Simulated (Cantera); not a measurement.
# Fe₂O₃ + Cl₂ + O₂ (chemical vapour transport)

Input: 1 mol Fe₂O₃, 0.19 mol Cl₂, 1.4 mol O₂, held at 1427 °C and 2.50 bar.

Method: chemical equilibrium by Gibbs-energy minimisation in Cantera with the NASA 1993 tables (ideal gas, pure condensed phases). Candidate condensed phases: Fe, FeCl₂, FeCl₃, FeO, Fe₂O₃, Fe₃O₄; 13 gas species. The numbers say what is thermodynamically allowed, not how fast it happens.

| Property | Result |
|---|---|
| x(O₂) | 0.884 |
| x(FeCl₂) | 0.0490 |
| x(Cl₂) | 0.0296 |
| x(Cl) | 0.0209 |
| x(FeCl₃) | 0.0159 |
| x(ClO) | 0.000609 |
| x(Fe₂Cl₄) | 6.38e-5 |
| x(O) | 2.66e-5 |
| x(Fe₂Cl₆) | 1.87e-6 |
| n(Fe₂O₃(s)) | 0.946 mol |
| gas amount | 1.676 mol |
| log10 activity of FeCl₂(l) (absent) | -2.02 |
| log10 activity of Fe(δ) (absent) | -6.24 |
